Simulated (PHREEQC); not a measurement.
Na2SO4 is added in steps, without added water, to 1 kg of water holding 0.006 mol CsOH, 0.0014 mol CO2 and 0.027 mol K2CO3, at 12 °C. O2 is buffered at 0.21 atm. No CO2 enters from the air. The run lets Mirabilite, Nahcolite, Natron precipitate or redissolve, and no other solid.

Base run: PHREEQC, ion-association model, wateq4f.dat. Each further column changes one thing. The table gives pH.

```json
[
 {"Na2SO4 added (mol)": "0", "base": "11.92", "diluted 10-fold with water": "11.23", "CsOH from 0.006 to 0.0006 mol/kgw": "11.14", "K2CO3 left out": "11.93", "no solid may form": "11.92"},
 {"Na2SO4 added (mol)": "0.007594", "base": "11.90", "diluted 10-fold with water": "11.17", "CsOH from 0.006 to 0.0006 mol/kgw": "11.11", "K2CO3 left out": "11.90", "no solid may form": "11.90"},
 {"Na2SO4 added (mol)": "0.01266", "base": "11.90", "diluted 10-fold with water": "11.15", "CsOH from 0.006 to 0.0006 mol/kgw": "11.09", "K2CO3 left out": "11.88", "no solid may form": "11.90"},
 {"Na2SO4 added (mol)": "0.02025", "base": "11.89", "diluted 10-fold with water": "11.13", "CsOH from 0.006 to 0.0006 mol/kgw": "11.06", "K2CO3 left out": "11.87", "no solid may form": "11.89"},
 {"Na2SO4 added (mol)": "0.02784", "base": "11.88", "diluted 10-fold with water": "11.11", "CsOH from 0.006 to 0.0006 mol/kgw": "11.04", "K2CO3 left out": "11.86", "no solid may form": "11.88"},
 {"Na2SO4 added (mol)": "0.03291", "base": "11.88", "diluted 10-fold with water": "11.10", "CsOH from 0.006 to 0.0006 mol/kgw": "11.02", "K2CO3 left out": "11.85", "no solid may form": "11.88"},
 {"Na2SO4 added (mol)": "0.0405", "base": "11.87", "diluted 10-fold with water": "11.08", "CsOH from 0.006 to 0.0006 mol/kgw": "11.00", "K2CO3 left out": "11.84", "no solid may form": "11.87"},
 {"Na2SO4 added (mol)": "0.04809", "base": "11.86", "diluted 10-fold with water": "11.07", "CsOH from 0.006 to 0.0006 mol/kgw": "10.99", "K2CO3 left out": "11.84", "no solid may form": "11.86"},
 {"Na2SO4 added (mol)": "0.05316", "base": "11.86", "diluted 10-fold with water": "11.06", "CsOH from 0.006 to 0.0006 mol/kgw": "10.97", "K2CO3 left out": "11.83", "no solid may form": "11.86"},
 {"Na2SO4 added (mol)": "0.06075", "base": "11.86", "diluted 10-fold with water": "11.05", "CsOH from 0.006 to 0.0006 mol/kgw": "10.96", "K2CO3 left out": "11.83", "no solid may form": "11.86"},
 {"Na2SO4 added (mol)": "0.06834", "base": "11.85", "diluted 10-fold with water": "11.05", "CsOH from 0.006 to 0.0006 mol/kgw": "10.94", "K2CO3 left out": "11.82", "no solid may form": "11.85"},
 {"Na2SO4 added (mol)": "0.07341", "base": "11.85", "diluted 10-fold with water": "11.04", "CsOH from 0.006 to 0.0006 mol/kgw": "10.94", "K2CO3 left out": "11.82", "no solid may form": "11.85"},
 {"Na2SO4 added (mol)": "0.081", "base": "11.84", "diluted 10-fold with water": "11.03", "CsOH from 0.006 to 0.0006 mol/kgw": "10.92", "K2CO3 left out": "11.81", "no solid may form": "11.84"}
]
```

Away from 25 °C the constants follow the database's enthalpies or fits; those with neither stay at their 25 °C values.
